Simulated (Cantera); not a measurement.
Feed: 1 mol Fe3O4, 0.61 mol Cl2, 0.5 mol H2, equilibrated at 101000 Pa.

These are equilibrium values from Cantera (NASA tables, ideal gas, pure condensed phases), not measurements of a reactor. Candidate condensed phases: Fe, FeCl2, FeCl3, FeO, Fe(OH)2, Fe(OH)3, Fe2O3, Fe3O4, H2O; 22 gas species. Mutual solubility and eutectic melting of coexisting phases are not modelled. Condensed phases not in the tables: FeOCl. Kinetics and transport are ignored.

x: gas mole fraction; n: condensed amount in mol.

```tsv
T (°C)	x HCl	x H2O	x FeCl2	x O2	x FeCl3	x Cl	x Cl2	n FeCl2(s)	n Fe2O3(s)	n Fe3O4(s)	n FeCl2(l)
575	0.673	0.326	0.000465	<1e-12	0.000324	6.04e-9	5.15e-8	0.355	0.686	0.424	0
650	0.845	0.146	0.00406	<1e-12	0.00429	1.37e-7	1.52e-6	0.227	0.560	0.548	0
725	0.879	0.0706	0.0193	2.86e-11	0.0252	1.68e-6	2.02e-5	0	0.455	0.642	0.111
800	0.836	0.0506	0.0463	1.59e-9	0.0570	1.15e-5	0.000116	0	0.363	0.714	0
875	0.811	0.0609	0.0629	5.12e-8	0.0585	4.86e-5	0.000332	0	0.375	0.703	0
950	0.786	(withheld)	(withheld)	(withheld)	0.0574	(withheld)	(withheld)	0	0.389	0.689	0
1025	0.759	0.0843	0.0972	1.53e-5	0.0549	0.000509	0.00177	0	0.403	0.675	0
1100	0.732	0.0965	0.114	0.000164	0.0515	0.00135	0.00347	0	0.414	0.664	0
1175	0.703	(withheld)	(withheld)	(withheld)	(withheld)	(withheld)	(withheld)	0	0.411	0.661	0
1250	0.670	0.120	0.140	0.00922	0.0428	0.00692	0.0105	0	0.355	0.695	0
1325	0.612	0.126	0.144	0.0518	0.0358	0.0136	0.0158	0	0.0381	0.905	0
1400	0.567	0.140	0.175	0.0638	0.0251	0.0174	0.0111	0	0	0.921	0
```

Question: What belongs in the gaps?

Answer: 
- 950, x H2O: 0.0724
- 950, x FeCl2: 0.0801
- 950, x O2: 1.06e-6
- 950, x Cl: 0.000170
- 950, x Cl2: 0.000815
- 1175, x H2O: 0.109
- 1175, x FeCl2: 0.129
- 1175, x O2: 0.00137
- 1175, x FeCl3: 0.0476
- 1175, x Cl: 0.00320
- 1175, x Cl2: 0.00628
